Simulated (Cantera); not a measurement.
A Cantera script and what it prints.

```python
import numpy as np
import cantera as ct

gas_names = """
    F F2 H HF H2 H2F2 H3F3 H4F4 H5F5 H6F6 H7F7 N NF NF2 NF3 NH NH2 NH3 N2 N2H2 N2H4 Si SiF SiF2 SiF3
    SiF4 SiH SiHF3 SiH2 SiH2F2 SiH3 SiH3F SiH4 SiN Si2 Si2N Si3
""".split()
cond_names = """
    Si(cr) Si(L) Si3N4(a)
""".split()


# ... load() reads the species with a 1 bar reference pressure and builds the phases ...
atoms = {
    'SiF4': {'Si': 1, 'F': 4},
    'NH3': {'N': 1, 'H': 3},
    'H2': {'H': 2},
}
top_T = {'Si3N4(a)': 2400}  # K; cautious upper limits of use, not melting points


# ... equilibrate(T, P, feed) seeds the gas with the atoms and calls Mixture.equilibrate('TP', solver="vcs", rtol=1e-11, max_steps=5000) ...
results = []
feed = {'SiF4': 1, 'NH3': 0.38, 'H2': 1.7}  # mol
P = 9300  # Pa
for T in [773, 823, 873, 923, 973, 1023, 1073, 1123, 1173, 1223, 1273, 1323]:
    mix = equilibrate(T, P, feed)
    results.append((T, P, feed, dict(zip(mix.species_names, mix.species_moles))))
    x = sorted(zip(gas.X, gas.species_names), reverse=True)
    print(f"T = {T:g} K  P = {P:g} Pa  gas = {mix.phase_moles(0):.4g} mol")
    print("   x: " + "  ".join(f"{s} {v:.3e}" for v, s in x if v > 0.001))
    print("   condensed (mol): " + ("  ".join(f"{mix.phase(i).name} {mix.phase_moles(i):.4g}"
          for i in range(1, mix.n_phases) if mix.phase_moles(i) > 1e-12) or "none"))
```

It prints:

```
T = 773 K  P = 9300 Pa  gas = 3.46 mol
   x: H2 6.560e-01  SiF4 2.890e-01  N2 5.489e-02
   condensed (mol): none
T = 823 K  P = 9300 Pa  gas = 3.46 mol
   x: H2 6.559e-01  SiF4 2.889e-01  N2 5.490e-02
   condensed (mol): none
T = 873 K  P = 9300 Pa  gas = 3.46 mol
   x: H2 6.559e-01  SiF4 2.888e-01  N2 5.491e-02
   condensed (mol): none
T = 923 K  P = 9300 Pa  gas = 3.46 mol
   x: H2 6.557e-01  SiF4 2.887e-01  N2 5.491e-02
   condensed (mol): none
T = 973 K  P = 9300 Pa  gas = 3.46 mol
   x: H2 6.556e-01  SiF4 2.885e-01  N2 5.491e-02
   condensed (mol): none
T = 1023 K  P = 9300 Pa  gas = 3.46 mol
   x: H2 6.553e-01  SiF4 2.882e-01  N2 5.491e-02
   condensed (mol): none
T = 1073 K  P = 9300 Pa  gas = 3.46 mol
   x: H2 6.549e-01  SiF4 2.879e-01  N2 5.491e-02  HF 1.151e-03  SiHF3 1.077e-03
   condensed (mol): none
T = 1123 K  P = 9300 Pa  gas = 3.46 mol
   x: H2 6.544e-01  SiF4 2.873e-01  N2 5.491e-02  HF 1.654e-03  SiHF3 1.473e-03
   condensed (mol): none
T = 1173 K  P = 9300 Pa  gas = 3.461 mol
   x: H2 6.538e-01  SiF4 2.866e-01  N2 5.490e-02  HF 2.333e-03  SiHF3 1.932e-03
   condensed (mol): none
T = 1223 K  P = 9300 Pa  gas = 3.461 mol
   x: H2 6.530e-01  SiF4 2.857e-01  N2 5.489e-02  HF 3.252e-03  SiHF3 2.433e-03
   condensed (mol): none
T = 1273 K  P = 9300 Pa  gas = 3.463 mol
   x: H2 6.518e-01  SiF4 2.843e-01  N2 5.487e-02  HF 4.499e-03  SiHF3 2.946e-03  SiF3 1.509e-03
   condensed (mol): none
T = 1323 K  P = 9300 Pa  gas = 3.465 mol
   x: H2 6.503e-01  SiF4 2.825e-01  N2 5.484e-02  HF 6.187e-03  SiHF3 3.438e-03  SiF3 2.668e-03
   condensed (mol): none
```

Method: chemical equilibrium by Gibbs-energy minimisation in Cantera with the NASA 1993 tables (ideal gas, pure condensed phases). The tables' values for SiF3, SiF2 are old estimates; treat these amounts as uncertain.
